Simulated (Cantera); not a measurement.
Input: 1 mol SiHCl₃, 680 mol H₂, held at 1325 K and 33.8 Torr.

Method: chemical equilibrium by Gibbs-energy minimisation in Cantera with the NASA 1993 tables (ideal gas, pure condensed phases). Candidate condensed phases: Si; 19 gas species. The numbers say what is thermodynamically allowed, not how fast it happens.

**Question.** What is the equilibrium state?

**Answer.** 
```json
{
  "x(H₂)": "0.996",
  "x(HCl)": "0.00429",
  "x(SiCl₂)": "5.07e-5",
  "x(H)": "7.69e-6",
  "n(Si(s))": "0.964 mol",
  "gas_amount": "682.0 mol"
}
```
